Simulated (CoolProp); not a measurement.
Vapour-liquid equilibrium of p-xylene (1) + n-decane (2) at 0.0335 MPa; x and y are mole fractions of (1).

Model: multi-fluid Helmholtz-energy mixture model, Zhou 2012 and Lemmon 2006; pair parameters Bell 2016, in CoolProp.

```
x     bubble temperature, mixture model (°C)  bubble temperature, Raoult's law (°C)  y, mixture model  y, Raoult's law
----  --------------------------------------  -------------------------------------  ----------------  ---------------
0.05                                   132.2                                  132.5             0.135            0.129
0.2                                    124.5                                  125.3             0.430            0.422
0.35                                   118.4                                  119.3             0.620            0.618
0.5                                    113.4                                  114.1             0.751            0.755
0.65                                   109.2                                  109.7             0.847            0.855
0.8                                    105.5                                  105.8             0.922            0.928
0.95                                   102.3                                  102.4             0.982            0.984
```

The largest gap from Raoult's law is -0.9 K in bubble temperature, at x = 0.35. No azeotrope shows between x = 0.05 and 0.95.

Pair parameters are fitted to limited data, so mixtures are less certain than the pure fluids.
